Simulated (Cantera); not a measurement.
What does this Cantera script print?

```python
import numpy as np
import cantera as ct

gas_names = """
    H2O2 NbO2 N2 NH3
""".split()
cond_names = """
    Nb2O5(s) Nb2O5(L)
""".split()


# ... load() reads the species with a 1 bar reference pressure and builds the phases ...
species = {s.name: s for s in load("nasa_gas.yaml", gas_names) + load("nasa_condensed.yaml", cond_names)}
# Each term lists the table entries of one substance; the one whose range holds T is used.
reactions = {
    '3 H2O2(g) + 12 NbO2(g) + N2(g) = 6 Nb2O5 + 2 NH3(g)':
        [(-3, ['H2O2']), (-12, ['NbO2']), (-1, ['N2']), (6, ['Nb2O5(s)', 'Nb2O5(L)']), (2, ['NH3'])],
}


def pick(names, T):
    return next(species[n] for n in names if species[n].thermo.min_temp <= T <= species[n].thermo.max_temp)


results = []
for label, terms in reactions.items():
    print(label)
    print("     T/K   dH/kJ  dS/(J/K)   dG/kJ   log10 K")
    for T in [300, 2423, 2473, 2523, 2573, 2623, 2673, 2723, 2773, 2823, 2873, 2923]:
        used = [(nu, pick(names, T)) for nu, names in terms]
        dH = sum(nu * s.thermo.h(T) for nu, s in used) / 1e6
        dS = sum(nu * s.thermo.s(T) for nu, s in used) / 1e3
        dG = dH - T * dS / 1e3
        logK = -dG * 1e6 / (ct.gas_constant * T * np.log(10))
        results.append((label, T, dH, dS, dG, logK, [s.name for _, s in used]))
        print(f"{T:8g} {dH:8.1f} {dS:8.1f} {dG:8.1f} {logK:8.2f}")
```

Output:

```
3 H2O2(g) + 12 NbO2(g) + N2(g) = 6 Nb2O5 + 2 NH3(g)
     T/K   dH/kJ  dS/(J/K)   dG/kJ   log10 K
     300  -8679.9  -2959.3  -7792.1  1356.70
    2423  -7244.1  -1964.3  -2484.7    53.56
    2473  -7211.9  -1951.1  -2386.8    50.41
    2523  -7179.7  -1938.2  -2289.6    47.40
    2573  -7147.5  -1925.6  -2193.0    44.52
    2623  -7115.3  -1913.2  -2097.0    41.76
    2673  -7083.2  -1901.0  -2001.7    39.12
    2723  -7051.0  -1889.1  -1906.9    36.58
    2773  -7018.8  -1877.4  -1812.8    34.15
    2823  -6986.7  -1865.9  -1719.2    31.81
    2873  -6954.5  -1854.6  -1626.2    29.57
    2923  -6922.4  -1843.5  -1533.7    27.41
```

Standard-state values (1 bar) from the NASA 1993 polynomials, evaluated with Cantera. Condensed species are held in their standard states even where they would react or evaporate.
